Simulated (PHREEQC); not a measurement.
1 kg of water holding 0.051 mol CaCl2, 0.011 mol MgCl2, 0.005 mol SrCl2 and 0.033 mol KCl is evaporated at 15 °C; the solids stay in contact with the brine. CO2 from the air is kept out. The run lets Bischofite, Brucite, Carnallite, Portlandite, Sylvite, MgCl2_4H2O precipitate or redissolve, and no other solid.

The numbers come from PHREEQC with the Pitzer model, pitzer.dat.

```csv
water left (kg),ionic strength,water activity,Sylvite (mol),Mg in solution (mol/kgw),Ca in solution (mol/kgw)
1,0.234,0.996,0,0.0110,0.0510
0.6755,0.346,0.994,0,0.0163,0.0755
0.375,0.624,0.989,0,0.0293,0.136
0.2533,0.924,0.983,0,0.0434,0.201
0.1407,1.66,0.969,0,0.0782,0.363
0.09502,2.46,0.951,0,0.116,0.537
0.05275,4.44,0.901,0,0.209,0.967
0.03564,6.57,0.834,0,0.309,1.43
0.01979,11.3,0.659,0.0113,0.556,2.58
0.01337,15.6,0.474,0.0256,0.823,3.81
```

Sylvite from water left = 0.01979 kg.

Complexes and solids missing from the database can't appear.
